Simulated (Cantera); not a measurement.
## Ignition delay

Mixture: CH4 : O2 : N2 = 1 : 2.33 : 8.74 (molar parts), equivalence ratio 0.86, at 2700000 Pa, adiabatic and at constant volume. Ignition delay is the time to a rise of 400 K.

Model: GRI-Mech 3.0 (53 species, 325 reactions), integrated in Cantera. The pressure lies above the range GRI-Mech 3.0 was tuned for (to about 10 atm).

| T0 (K) | delay (ms) |
|---|---|
| 1200 | 1.41 |
| 1300 | 0.453 |
| 1400 | 0.165 |
| 1500 | 0.0661 |
| 1600 | 0.0285 |
| 1700 | 0.0132 |
| 1800 | 0.00650 |
| 1900 | 0.00344 |

- apparent activation energy between 1700 and 1900 K: 180 kJ/mol
